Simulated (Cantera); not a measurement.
A closed system holds: 1 mol Si, 4.1 mol HCl, 0.31 mol H2, 1.2 mol Cl2, held at 1398 K and 4.70 bar.

Cantera equilibrium calculation (NASA polynomials, part measured and part estimated; ideal gas, pure solids and liquids). The tables' values for SiCl3 are old estimates; treat these amounts as uncertain. Equilibrium is a limit: real reactors are often held back by kinetics, nucleation or transport.

| species | before | after |
|---|---|---|
| H2 | 0.232 | 0.406 |
| HCl | 0.552 | 0.344 |
| SiCl4 | 0.206 | 0.220 |
| SiHCl3 | 0.00608 | 0.0183 |
| SiH2Cl2 | 2.70e-5 | 0.000227 |
| SiCl2 | 0.000307 | 0.00148 |
| SiCl3 | 0.00385 | 0.00873 |
Gas species are given as mole fractions.

### Question
Which change was made?
A. HCl from 4.1 to 5 mol
B. Cl2 from 1.2 to 0.58 mol
C. temperature from 1398 K to 998 K
D. Si replaced by SiCl4

### Answer
B, Cl2 from 1.2 to 0.58 mol
